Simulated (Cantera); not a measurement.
Input: 1 mol Si₂Cl₆, 0.034 mol HCl, 11 mol H₂, equilibrated at 80.0 mbar.

Points: T (K) = 1000, 1025, 1050, 1075, 1100, 1125, 1150, 1175, 1200, 1225, 1250, 1275, 1300, 1325.

Cantera's Mixture.equilibrate('TP', solver="vcs", rtol=1e-11, max_steps=5000) on the NASA tables stopped like this:

```
= 8000 Pa  gas = 12.53 mol
   x: H2 8.524e-01  SiCL4 9.128e-02  SiHCL3 2.649e-02  HCL 2.524e-02  SiCL3 2.415e-03  SiCL2 1.334e-03  SiH2CL2 8.533e-04  SiH3CL 7.087e-06
   condensed (mol): Si(cr) 0.4662
T = 1050 K  P = 8000 Pa  gas = 12.56 mol
   x: H2 8.483e-01  SiCL4 8.932e-02  HCL 3.049e-02  SiHCL3 2.580e-02  SiCL3 3.177e-03  SiCL2 2.048e-03  SiH2CL2 8.496e-04  SiH3CL 7.285e-06
   condensed (mol): Si(cr) 0.478
T = 1075 K  P = 8000 Pa  gas = 12.59 mol
   x: H2 8.436e-01  SiCL4 8.693e-02  HCL 3.641e-02  SiHCL3 2.502e-02  SiCL3 4.105e-03  SiCL2 3.070e-03  SiH2CL2 8.425e-04  SiH3CL 7.455e-06
   condensed (mol): Si(cr) 0.4897
ERROR: FAILURE its = 5001!

*******************************************************************************
CanteraError thrown by MultiPhase::equilibrate:
VCS solver failed. Return code: -1
*******************************************************************************
```

What got this run through?

Several could match; the one computed here: The failure is numerical, not chemical. The same input converged with solver="gibbs", rtol=1e-10, max_steps=50000, and the result passed a check of the equilibrium conditions:
```
T = 1000 K  P = 8000 Pa  gas = 12.51 mol
   x: H2 8.558e-01  SiCL4 9.287e-02  SiHCL3 2.711e-02  HCL 2.066e-02  SiCL3 1.803e-03  SiH2CL2 8.538e-04  SiCL2 8.474e-04  SiH3CL 6.865e-06
   condensed (mol): Si(cr) 0.455
T = 1025 K  P = 8000 Pa  gas = 12.53 mol
   x: H2 8.524e-01  SiCL4 9.128e-02  SiHCL3 2.649e-02  HCL 2.524e-02  SiCL3 2.415e-03  SiCL2 1.334e-03  SiH2CL2 8.533e-04  SiH3CL 7.087e-06
   condensed (mol): Si(cr) 0.4662
T = 1050 K  P = 8000 Pa  gas = 12.56 mol
   x: H2 8.483e-01  SiCL4 8.932e-02  HCL 3.049e-02  SiHCL3 2.580e-02  SiCL3 3.177e-03  SiCL2 2.048e-03  SiH2CL2 8.496e-04  SiH3CL 7.285e-06
   condensed (mol): Si(cr) 0.478
T = 1075 K  P = 8000 Pa  gas = 12.59 mol
   x: H2 8.436e-01  SiCL4 8.693e-02  HCL 3.641e-02  SiHCL3 2.502e-02  SiCL3 4.105e-03  SiCL2 3.070e-03  SiH2CL2 8.425e-04  SiH3CL 7.455e-06
   condensed (mol): Si(cr) 0.4897
T = 1100 K  P = 8000 Pa  gas = 12.62 mol
   x: H2 8.382e-01  SiCL4 8.405e-02  HCL 4.303e-02  SiHCL3 2.415e-02  SiCL3 5.212e-03  SiCL2 4.498e-03  SiH2CL2 8.316e-04  SiH3CL 7.593e-06
   condensed (mol): Si(cr) 0.5009
T = 1125 K  P = 8000 Pa  gas = 12.67 mol
   x: H2 8.321e-01  SiCL4 8.063e-02  HCL 5.031e-02  SiHCL3 2.316e-02  SiCL3 6.499e-03  SiCL2 6.446e-03  SiH2CL2 8.165e-04  SiH3CL 7.694e-06
   condensed (mol): Si(cr) 0.5108
T = 1150 K  P = 8000 Pa  gas = 12.72 mol
   x: H2 8.253e-01  SiCL4 7.662e-02  HCL 5.823e-02  SiHCL3 2.206e-02  SiCL2 9.039e-03  SiCL3 7.957e-03  SiH2CL2 7.967e-04  SiH3CL 7.756e-06
   condensed (mol): Si(cr) 0.5186
T = 1175 K  P = 8000 Pa  gas = 12.78 mol
   x: H2 8.177e-01  SiCL4 7.202e-02  HCL 6.669e-02  SiHCL3 2.082e-02  SiCL2 1.241e-02  SiCL3 9.561e-03  SiH2CL2 7.720e-04  SiH3CL 7.774e-06
   condensed (mol): Si(cr) 0.5232
T = 1200 K  P = 8000 Pa  gas = 12.84 mol
   x: H2 8.095e-01  HCL 7.559e-02  SiCL4 6.680e-02  SiHCL3 1.946e-02  SiCL2 1.666e-02  SiCL3 1.126e-02  SiH2CL2 7.422e-04  SiH3CL 7.745e-06
   condensed (mol): Si(cr) 0.5237
T = 1225 K  P = 8000 Pa  gas = 12.92 mol
   x: H2 8.006e-01  HCL 8.478e-02  SiCL4 6.102e-02  SiCL2 2.190e-02  SiHCL3 1.798e-02  SiCL3 1.300e-02  SiH2CL2 7.073e-04  SiH3CL 7.668e-06
   condensed (mol): Si(cr) 0.5192
T = 1250 K  P = 8000 Pa  gas = 13 mol
   x: H2 7.913e-01  HCL 9.409e-02  SiCL4 5.477e-02  SiCL2 2.815e-02  SiHCL3 1.639e-02  SiCL3 1.468e-02  SiH2CL2 6.673e-04  SiH3CL 7.540e-06  H 1.520e-06
   condensed (mol): Si(cr) 0.5089
T = 1275 K  P = 8000 Pa  gas = 13.1 mol
   x: H2 7.816e-01  HCL 1.033e-01  SiCL4 4.818e-02  SiCL2 3.539e-02  SiCL3 1.619e-02  SiHCL3 1.471e-02  SiH2CL2 6.228e-04  SiH3CL 7.364e-06  H 2.304e-06
   condensed (mol): Si(cr) 0.4926
T = 1300 K  P = 8000 Pa  gas = 13.19 mol
   x: H2 7.719e-01  HCL 1.122e-01  SiCL2 4.349e-02  SiCL4 4.144e-02  SiCL3 1.743e-02  SiHCL3 1.299e-02  SiH2CL2 5.745e-04  SiH3CL 7.141e-06  H 3.436e-06
   condensed (mol): Si(cr) 0.4705
T = 1325 K  P = 8000 Pa  gas = 13.29 mol
   x: H2 7.623e-01  HCL 1.205e-01  SiCL2 5.221e-02  SiCL4 3.481e-02  SiCL3 1.829e-02  SiHCL3 1.127e-02  SiH2CL2 5.236e-04  SiH3CL 6.879e-06  H 5.048e-06
   condensed (mol): Si(cr) 0.4432
```

The gas is ideal and each condensed phase is pure. The feed counts by its element totals alone. The tables' values for SiCl3 are old estimates; treat these amounts as uncertain.
